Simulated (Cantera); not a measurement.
A diamond (100) surface in a fixed gas of H2 with x(CH4) = 0.0037, x(H) = 0.0077, at 998 K, 0.0450 bar; coverages are run to steady state.

Detailed kinetics in Cantera: the Harris–Goodwin 1993 mechanism for the reconstructed diamond (100) surface.

θ: site fractions in the mechanism's names (c6HH fully hydrogenated, c6H* and c6*H radical sites, c6** diradical, c6HM methylated).

| x(CH3) | growth (µm/h) | θ c6HH | θ c6H* | θ c6*H | θ c6** | θ c6HM |
|---|---|---|---|---|---|---|
| 1e-06 | 0.0231 | 0.599 | 0.0182 | 0.373 | 0.00961 | 6.97e-5 |
| 2.4e-06 | ? | 0.599 | 0.0182 | 0.373 | 0.00961 | ? |
| 5.9e-06 | 0.136 | 0.598 | 0.0182 | 0.373 | 0.00960 | 0.000411 |
| 1.4e-05 | 0.323 | 0.598 | 0.0182 | 0.373 | 0.00959 | 0.000974 |
| 3.5e-05 | 0.805 | 0.597 | 0.0181 | 0.372 | 0.00957 | 0.00243 |
| 8.5e-05 | ? | 0.594 | 0.0181 | 0.370 | 0.00951 | ? |
| 0.00021 | 4.74 | 0.587 | 0.0178 | 0.366 | 0.00936 | 0.0143 |
| 0.00051 | 11.2 | 0.572 | 0.0174 | 0.356 | 0.00901 | 0.0337 |
| 0.0012 | 24.5 | 0.539 | 0.0163 | 0.335 | 0.00830 | 0.0741 |

**Question.** What belongs in the gaps?

**Answer.** 
- 2.4e-06, growth (µm/h): 0.0554
- 2.4e-06, θ c6HM: 0.000167
- 8.5e-05, growth (µm/h): 1.94
- 8.5e-05, θ c6HM: 0.00587
